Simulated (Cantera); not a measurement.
Feed: 1 mol SiHCl3, 13 mol H2, at 101000 Pa.

Cantera equilibrium calculation (NASA polynomials, part measured and part estimated; ideal gas, pure solids and liquids). Candidate condensed phases: Si; 19 gas species. The tables' values for SiCl3 are old estimates; treat these amounts as uncertain. Equilibrium is a limit: real reactors are often held back by kinetics, nucleation or transport.

x: gas mole fraction; n: condensed amount in mol.

```tsv
T (K)	x H2	x HCl	x SiCl2	x SiCl4	x SiHCl3	n Si(s)
1100	0.926	0.0184	0.000748	0.0294	0.0218	(withheld)
1150	0.921	0.0253	0.00153	0.0277	0.0205	(withheld)
1200	0.915	0.0334	0.00288	0.0253	0.0189	(withheld)
1250	0.907	0.0427	0.00506	0.0224	0.0169	0.279
1300	0.899	0.0527	0.00825	0.0189	0.0147	0.297
1350	0.890	0.0629	0.0125	0.0151	0.0122	0.310
1400	0.881	0.0726	0.0177	0.0113	0.00967	0.316
1450	0.872	0.0811	0.0232	0.00783	0.00726	0.316
1500	0.866	0.0878	0.0286	0.00508	0.00519	0.312
1550	0.861	0.0927	0.0333	0.00312	0.00356	0.306
1600	0.857	0.0960	0.0370	0.00185	0.00239	0.299
1650	0.854	0.0980	0.0399	0.00108	0.00158	0.292
```

### Question
Fill in the missing entries.

### Answer

- 1100, n Si(s): 0.214
- 1150, n Si(s): 0.235
- 1200, n Si(s): 0.257
